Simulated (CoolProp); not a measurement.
The numbers come from the reference Helmholtz-energy equation of state, Lemmon 2005 in CoolProp. It is a short technical equation, of lower accuracy than the large ones.

Problem. For isobutene, give the phase and the density (kg/m³), cv (kJ/(kg K)), isothermal compressibility (1/MPa) at 159.15 °C and 2010 kPa; 159.15 °C and 6020 kPa; 159.15 °C and 10000 kPa.

Solution. 
- 159.15 °C and 2010 kPa: gas; density 38.1, cv 2.02, isothermal compressibility 0.620
- 159.15 °C and 6020 kPa: supercritical; density 339, cv 2.16, isothermal compressibility 0.124
- 159.15 °C and 10000 kPa: supercritical; density 412, cv 2.10, isothermal compressibility 0.0244
